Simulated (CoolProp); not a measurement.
Vapour-liquid equilibrium of dimethyl ether (1) + 1-butene (2) at 278.4 K; x and y are mole fractions of (1).

Model: multi-fluid Helmholtz-energy mixture model, Wu 2011 and Lemmon 2005; pair parameters Bell 2016, in CoolProp.

| x | bubble pressure (kPa) | y at the bubble point | dew pressure at overall composition x (kPa) | liquid density (mol/L) |
|---|---|---|---|---|
| 0.05 | 167.9 | 0.115 | 160.8 | 11.06 |
| 0.125 | 185.2 | 0.254 | 169.1 | ? |
| 0.2 | 201.4 | 0.365 | ? | 11.53 |
| 0.275 | 216.4 | ? | 188.1 | 11.78 |
| 0.35 | 230.3 | 0.535 | 199.0 | 12.05 |
| 0.425 | 243.2 | 0.603 | 210.9 | 12.33 |
| 0.5 | 255.3 | 0.663 | 223.8 | 12.62 |
| 0.575 | 266.6 | 0.719 | 237.8 | 12.92 |
| 0.65 | 277.2 | 0.770 | 252.6 | 13.25 |
| 0.725 | 287.2 | 0.819 | 267.9 | 13.59 |
| 0.8 | 296.6 | 0.868 | 283.3 | 13.95 |
| 0.875 | 305.5 | ? | 298.0 | 14.33 |
| 0.95 | 314.0 | 0.966 | 311.4 | 14.74 |

Task: Fill in the missing entries.

Result: 
- 0.125, liquid density (mol/L): 11.29
- 0.2, dew pressure at overall composition x (kPa): 178.2
- 0.275, y at the bubble point: 0.457
- 0.875, y at the bubble point: 0.916

No azeotrope shows between x = 0.05 and 0.95.

Pair parameters are fitted to limited data, so mixtures are less certain than the pure fluids.
